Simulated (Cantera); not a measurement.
Feed: 1 mol SiC, 0.45 mol H2O, 3.1 mol H2, held at 110 Pa.

Method: chemical equilibrium by Gibbs-energy minimisation in Cantera with the NASA 1993 tables (ideal gas, pure condensed phases). Candidate condensed phases: C, C6H6, C7H8, C8H18, H2O, Si, SiC, SiO2; 123 gas species. Mutual solubility and eutectic melting of coexisting phases are not modelled. The tables hold silica as quartz up to 1696 K and as liquid above; real silica turns to tridymite and cristobalite and melts near 1996 K. Gases not in the tables: Si2H6 and higher silanes. Equilibrium is a limit: real reactors are often held back by kinetics, nucleation or transport.

Task: What share of the Si ends up in condensed phases as a function of T (°C), at 650, 750, 850, 950, 1050, 1150, 1250, 1350, 1450, 1550, 1650, 1750, 1850, 1950?

Result: 
```tsv
T (°C)	Si condensed (%)	as
650	100.0	SiC(s) + SiO2(β-quartz)
750	100.0	SiC(s) + SiO2(β-quartz)
850	100.0	SiC(s) + SiO2(β-quartz)
950	100.0	SiC(s) + SiO2(β-quartz)
1050	99.3	SiC(s) + SiO2(β-quartz)
1150	85.4	SiC(s) + SiO2(β-quartz)
1250	77.5	SiC(s)
1350	77.5	SiC(s)
1450	77.5	SiC(s)
1550	77.2	SiC(s)
1650	76.0	SiC(s)
1750	71.7	SiC(s)
1850	62.3	SiC(s)
1950	50.9	SiC(s)
```
